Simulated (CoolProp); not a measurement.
Properties of methanol along the isotherm 620 K.

The numbers come from the reference Helmholtz-energy equation of state, de Reuck 1993 in CoolProp.

```csv
p (MPa),phase,density (kg/m³),isothermal compressibility (1/MPa)
0.039,gas,0.2426,25.66
0.08,gas,0.4981,12.52
0.164,gas,1.023,6.118
0.337,gas,2.109,2.988
0.693,gas,4.369,1.464
1.42,gas,9.091,0.7259
2.92,gas,19.34,0.3657
6,gas,42.80,0.1913
12.3,supercritical,103.3,0.1073
```
